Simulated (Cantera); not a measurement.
Equilibrium for silicon carbide growth: CH₃SiH₃ + C₂H₂ + H₂

Input: 1 mol CH₃SiH₃, 1.2 mol C₂H₂, 2.8 mol H₂, held at 1025 °C and 1.90 mbar.

Equilibrium computed with Cantera from the NASA thermochemical tables; the gas is ideal and each condensed phase is pure. Candidate condensed phases: C, C₆H₆, C₇H₈, C₈H₁₈, Si, SiC; 87 gas species. The feed counts by its element totals alone. Kinetics and transport are ignored.

```yaml
x(H₂): 1.000
x(H): 2.46e-5
x(CH₄): 1.51e-5
n(C(graphite)): 2.40 mol
n(SiC(s)): 1.00 mol
gas_amount: 7.000 mol
log10 activity of Si(s) (absent): -2.53
```
